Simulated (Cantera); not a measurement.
Feed: 1 mol Si, 0.96 mol Cl₂, 1.3 mol H₂, equilibrated at 500 °C and 0.250 bar.

These are equilibrium values from Cantera (NASA tables, ideal gas, pure condensed phases), not measurements of a reactor. The tables' values for SiCl₃ are old estimates; treat these amounts as uncertain. The numbers say what is thermodynamically allowed, not how fast it happens.

```csv
species,before,after
H₂,0.706,0.695
SiCl₄,0.222,0.199
SiHCl₃,0.0688,0.102
SiH₃Cl,8.87e-6,3.55e-5
SiH₂Cl₂,0.00164,0.00399
SiCl₃,6.45e-5,3.68e-5
HCl,0.00143,0.000856
"Si(s), mol",0.489,0.473
```
Gas species are given as mole fractions.

Question: Which change was made?
A) Cl₂ from 0.96 to 2.3 mol
B) Cl₂ from 0.96 to 1.7 mol
C) pressure from 0.250 bar to 1.70 bar
D) pressure from 0.250 bar to 22.0 bar

Answer: C, pressure from 0.250 bar to 1.70 bar
